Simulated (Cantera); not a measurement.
Cantera run:

```python
import numpy as np
import cantera as ct

gas_names = """
    CL CL2 H HCL H2 Si SiCL SiCL2 SiCL3 SiCL4 SiH SiHCL3 SiH2 SiH2CL2 SiH3 SiH3CL SiH4 Si2 Si3
""".split()
cond_names = """
    Si(cr) Si(L)
""".split()


def load(file, names, dense=False):
    # The tables refer to 1 bar. Condensed volumes are neglected.
    table = {s.name: s for s in ct.Species.list_from_file(file)}
    out = []
    for n in names:
        d = dict(table[n].input_data)
        d["thermo"] = dict(d["thermo"], **{"reference-pressure": 1e5})
        if dense:
            d["equation-of-state"] = {"model": "constant-volume", "density": "1e6 g/cm^3"}
        out.append(ct.Species.from_dict(d))
    return out


gas = ct.Solution(thermo="ideal-gas", species=load("nasa_gas.yaml", gas_names))
cond = {s.name: ct.Solution(thermo="fixed-stoichiometry", species=[s], name=s.name)
        for s in load("nasa_condensed.yaml", cond_names, dense=True)}
atoms = {
    'Si3H8': {'Si': 3, 'H': 8},
    'Cl2': {'CL': 2},
    'H2': {'H': 2},
}
top_T = {}  # K; cautious upper limits of use, not melting points


def equilibrate(T, P, feed):
    n = {}
    for name, mol in feed.items():
        for a, k in atoms[name].items():
            n[a] = n.get(a, 0.0) + k * mol
    gas.TPX = T, P, n
    mass = sum(n.values()) * gas.mean_molecular_weight
    gas.equilibrate("TP")
    valid = [c for c in cond.values() if c.min_temp <= T <= top_T.get(c.name, c.max_temp)]
    mix = ct.Mixture([(gas, mass / gas.mean_molecular_weight)] + [(c, 0.0) for c in valid])
    mix.T, mix.P = T, P
    mix.equilibrate("TP", solver="vcs", rtol=1e-11, max_steps=5000)
    return mix


results = []
feed = {'Si3H8': 1, 'Cl2': 0.91, 'H2': 9.8}  # mol
T = 1200  # K
P = 14000  # Pa
mix = equilibrate(T, P, feed)
results.append((T, P, feed, dict(zip(mix.species_names, mix.species_moles))))
print(gas.report(threshold=1e-05))
for i in range(1, mix.n_phases):
    print(f"{mix.phase(i).name:16s} {mix.phase_moles(i):12.5e} mol")
```

It prints:

```
       temperature   1200 K
          pressure   14000 Pa
           density   0.0099707 kg/m^3
  mean mol. weight   7.1058 kg/kmol
   phase of matter   gas

                          1 kg             1 kmol
                     ---------------   ---------------
          enthalpy        1.6465e+06        1.1699e+07  J
   internal energy        2.4235e+05        1.7221e+06  J
           entropy             28168        2.0016e+05  J/K
    Gibbs function       -3.2155e+07       -2.2849e+08  J
 heat capacity c_p            4605.3             32724  J/K
 heat capacity c_v            3435.2             24410  J/K

                      mass frac. Y      mole frac. X     chem. pot. / RT
                     ---------------   ---------------   ---------------
               HCL           0.23011          0.044848           -39.082
                H2           0.26382           0.92988           -20.016
             SiCL2          0.071129         0.0051061           -62.205
             SiCL3          0.047831         0.0025282           -91.279
             SiCL4           0.26249          0.010979           -120.35
            SiHCL3           0.11804         0.0061929           -101.29
           SiH2CL2         0.0064997        0.00045728           -82.222
     [  +12 minor]        8.7145e-05        9.8613e-06

Si(cr)            2.63513e+00 mol
```

Method: chemical equilibrium by Gibbs-energy minimisation in Cantera with the NASA 1993 tables (ideal gas, pure condensed phases). The feed counts by its element totals alone. The tables' values for SiCl3 are old estimates; treat these amounts as uncertain.
